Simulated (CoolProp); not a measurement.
A Linde-Hampson liquefier for ethane: isothermal reversible compression at 320 K from 1 atm to 25 MPa, throttling to 1 atm, return gas leaving the recuperator 10 K below the feed. Each further row changes one setting.

Model: reference Helmholtz-energy equation of state, Bücker 2006, in CoolProp.

| case | liquid yield per pass | compression work (kJ/kg of gas) |
|---|---|---|
| as stated | 0.453 | 378 |
| high pressure 50 MPa | 0.436 | 436 |
| warm-end temperature 350 K | 0.374 | 443 |
| warm-end gap 15 K | 0.446 | 378 |
